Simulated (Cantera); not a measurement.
Input (Python, Cantera) and output of one run.

```python
import numpy as np
import cantera as ct

gas_names = [...]  # 116 gases of nasa_gas.yaml made of C, H, Mg, O
cond_names = """
    C(gr) C6H6(L) C7H8(L) C8H18(L),n-octa H2O(s) H2O(L) Mg(cr) Mg(L) MgCO3(s) MgO(s) MgO(L) MgO2H2(s)
""".split()


# ... load() reads the species with a 1 bar reference pressure and builds the phases ...
atoms = {
    'Mg(OH)2': {'Mg': 1, 'O': 2, 'H': 2},
    'C': {'C': 1},
    'CO2': {'C': 1, 'O': 2},
    'H2O': {'H': 2, 'O': 1},
}
top_T = {'C(gr)': 4500}  # K; cautious upper limits of use, not melting points


# ... equilibrate(T, P, feed) seeds the gas with the atoms and calls Mixture.equilibrate('TP', solver="vcs", rtol=1e-11, max_steps=5000) ...
results = []
feed = {'Mg(OH)2': 1, 'C': 0.099, 'CO2': 0.025, 'H2O': 0.22}  # mol
P = 10000  # Pa
for T in [948, 1048, 1148, 1248, 1348, 1448, 1548, 1648, 1748, 1848, 1948, 2048, 2148, 2248]:
    mix = equilibrate(T, P, feed)
    results.append((T, P, feed, dict(zip(mix.species_names, mix.species_moles))))

top = {s: max(r[3][s] / sum(r[3][g] for g in gas_names) for r in results) for s in gas_names}
cols = sorted((s for s in top if top[s] > 1e-05), key=lambda s: -top[s])[:8]
seen = [c for c in cond_names if any(r[3].get(c, 0) > 1e-12 for r in results)]
print("log10 of partial pressures in bar; condensed amounts in mol")
print(f"{'T/K':>10s}" + "".join(f"{s[:9]:>10s}" for s in cols + seen))
for T, P, feed, n in results:
    ng = sum(n[g] for g in gas_names)
    print(f"{T:10.4g}" + "".join(f"{np.log10(max(n[s] / ng * P / 1e5, 1e-99)):10.3f}" for s in cols)
          + "".join(f"{n.get(c, 0):10.4g}" for c in seen))
```

Output:

```
log10 of partial pressures in bar; condensed amounts in mol
       T/K       H2O        H2       CO2        CO        OH         H        O2        Mg    MgO(s)
       948    -1.114    -1.857    -2.076    -3.077   -12.305   -10.209   -20.050   -19.677         1
      1048    -1.112    -1.868    -2.095    -2.925   -10.792    -9.046   -17.418   -17.095         1
      1148    -1.110    -1.880    -2.114    -2.812    -9.539    -8.085   -15.234   -14.975         1
      1248    -1.108    -1.891    -2.134    -2.725    -8.484    -7.276   -13.392   -13.203         1
      1348    -1.107    -1.902    -2.153    -2.657    -7.584    -6.587   -11.818   -11.700         1
      1448    -1.105    -1.912    -2.172    -2.604    -6.808    -5.991   -10.457   -10.412         1
      1548    -1.104    -1.921    -2.189    -2.561    -6.131    -5.472    -9.270    -9.294         1
      1648    -1.102    -1.930    -2.204    -2.526    -5.535    -5.015    -8.225    -8.316         1
      1748    -1.101    -1.938    -2.219    -2.497    -5.008    -4.610    -7.298    -7.453         1
      1848    -1.101    -1.945    -2.232    -2.473    -4.537    -4.248    -6.470    -6.687         1
      1948    -1.100    -1.952    -2.244    -2.453    -4.115    -3.923    -5.727    -6.001         1
      2048    -1.101    -1.958    -2.256    -2.436    -3.735    -3.629    -5.058    -5.384    0.9999
      2148    -1.102    -1.962    -2.269    -2.420    -3.392    -3.361    -4.455    -4.824    0.9996
      2248    -1.107    -1.963    -2.285    -2.405    -3.084    -3.115    -3.919    -4.310    0.9989
```

Equilibrium computed with Cantera from the NASA thermochemical tables; the gas is ideal and each condensed phase is pure.
